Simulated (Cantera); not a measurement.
Input (Python, Cantera) and output of one run.

```python
import numpy as np
import cantera as ct

gas_names = """
    C CO CO2 C2 C2O C3 C3O2 C4 C5 Mg MgO Mg2 O O2 O3
""".split()
cond_names = """
    C(gr) Mg(cr) Mg(L) MgCO3(s) MgO(s) MgO(L)
""".split()


def load(file, names, dense=False):
    # The tables refer to 1 bar. Condensed volumes are neglected.
    table = {s.name: s for s in ct.Species.list_from_file(file)}
    out = []
    for n in names:
        d = dict(table[n].input_data)
        d["thermo"] = dict(d["thermo"], **{"reference-pressure": 1e5})
        if dense:
            d["equation-of-state"] = {"model": "constant-volume", "density": "1e6 g/cm^3"}
        out.append(ct.Species.from_dict(d))
    return out


gas = ct.Solution(thermo="ideal-gas", species=load("nasa_gas.yaml", gas_names))
cond = {s.name: ct.Solution(thermo="fixed-stoichiometry", species=[s], name=s.name)
        for s in load("nasa_condensed.yaml", cond_names, dense=True)}
atoms = {
    'MgCO3': {'Mg': 1, 'C': 1, 'O': 3},
    'O2': {'O': 2},
}
top_T = {'C(gr)': 4500}  # K; cautious upper limits of use, not melting points


def equilibrate(T, P, feed):
    n = {}
    for name, mol in feed.items():
        for a, k in atoms[name].items():
            n[a] = n.get(a, 0.0) + k * mol
    gas.TPX = T, P, n
    mass = sum(n.values()) * gas.mean_molecular_weight
    gas.equilibrate("TP")
    valid = [c for c in cond.values() if c.min_temp <= T <= top_T.get(c.name, c.max_temp)]
    mix = ct.Mixture([(gas, mass / gas.mean_molecular_weight)] + [(c, 0.0) for c in valid])
    mix.T, mix.P = T, P
    mix.equilibrate("TP", solver="vcs", rtol=1e-11, max_steps=5000)
    return mix


results = []
feed = {'MgCO3': 1, 'O2': 0.014}  # mol
T = 2198.15  # K
P = 1300  # Pa
mix = equilibrate(T, P, feed)
results.append((T, P, feed, dict(zip(mix.species_names, mix.species_moles))))
print(gas.report(threshold=0.0001))
for i in range(1, mix.n_phases):
    print(f"{mix.phase(i).name:16s} {mix.phase_moles(i):12.5e} mol")
```

It prints:

```
       temperature   2198.2 K
          pressure   1300 Pa
           density   0.0028863 kg/m^3
  mean mol. weight   40.578 kg/kmol
   phase of matter   gas

                          1 kg             1 kmol
                     ---------------   ---------------
          enthalpy       -5.4896e+06       -2.2276e+08  J
   internal energy         -5.94e+06       -2.4103e+08  J
           entropy            8509.6         3.453e+05  J/K
    Gibbs function       -2.4195e+07       -9.8178e+08  J
 heat capacity c_p            1366.5             55449  J/K
 heat capacity c_v            1161.6             47134  J/K

                      mass frac. Y      mole frac. X     chem. pot. / RT
                     ---------------   ---------------   ---------------
                CO          0.097787           0.14166           -40.374
               CO2            0.8357           0.77055           -58.357
                Mg        0.00031835        0.00053149           -24.547
                 O          0.002623         0.0066527           -17.983
                O2          0.063512          0.080543           -35.966
     [  +10 minor]        5.4367e-05        5.4737e-05

C(gr)             0.00000e+00 mol
Mg(L)             0.00000e+00 mol
MgO(s)            9.99357e-01 mol
```

These are equilibrium values from Cantera (NASA tables, ideal gas, pure condensed phases), not measurements of a reactor.
